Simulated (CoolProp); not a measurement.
Saturation properties of octamethyltrisiloxane (MDM) (Tc = 292.2 °C, pc = 14.38 bar, ω = 0.528).

The numbers come from the reference Helmholtz-energy equation of state, Thol 2017 in CoolProp.

```json
[
 {"T (°C)": "-17.35", "p (bar)": "0.0001719", "liquid density (kg/m³)": "857.1", "vapour Z": "0.9999", "surface tension (mN/m)": "20.6"},
 {"T (°C)": "6.55", "p (bar)": "0.001347", "liquid density (kg/m³)": "833.6", "vapour Z": "0.9996", "surface tension (mN/m)": "18.3"},
 {"T (°C)": "30.55", "p (bar)": "0.007121", "liquid density (kg/m³)": "809.7", "vapour Z": "0.9983", "surface tension (mN/m)": "16.1"},
 {"T (°C)": "54.45", "p (bar)": "0.02759", "liquid density (kg/m³)": "785.3", "vapour Z": "(withheld)", "surface tension (mN/m)": "14.0"},
 {"T (°C)": "78.45", "p (bar)": "(withheld)", "liquid density (kg/m³)": "760.1", "vapour Z": "0.9881", "surface tension (mN/m)": "11.9"},
 {"T (°C)": "102.35", "p (bar)": "0.2173", "liquid density (kg/m³)": "734.1", "vapour Z": "0.9758", "surface tension (mN/m)": "10.0"},
 {"T (°C)": "126.35", "p (bar)": "(withheld)", "liquid density (kg/m³)": "706.8", "vapour Z": "0.9565", "surface tension (mN/m)": "8.21"},
 {"T (°C)": "150.25", "p (bar)": "0.9554", "liquid density (kg/m³)": "678.0", "vapour Z": "0.9287", "surface tension (mN/m)": "6.53"},
 {"T (°C)": "174.25", "p (bar)": "(withheld)", "liquid density (kg/m³)": "646.7", "vapour Z": "0.8908", "surface tension (mN/m)": "4.96"},
 {"T (°C)": "198.15", "p (bar)": "2.910", "liquid density (kg/m³)": "(withheld)", "vapour Z": "0.8410", "surface tension (mN/m)": "3.55"},
 {"T (°C)": "222.15", "p (bar)": "4.625", "liquid density (kg/m³)": "573.1", "vapour Z": "0.7759", "surface tension (mN/m)": "2.29"}
]
```

Some entries are withheld; supply them.


- 54.45, vapour Z: 0.9950
- 78.45, p (bar): 0.08502
- 126.35, p (bar): 0.4830
- 174.25, p (bar): 1.731
- 198.15, liquid density (kg/m³): 612.4

It boils at 152.5 °C under 1 atm.

Surface tension comes from a separate correlation (Mulero 2014), older than this fluid's equation and unchecked against measurements.
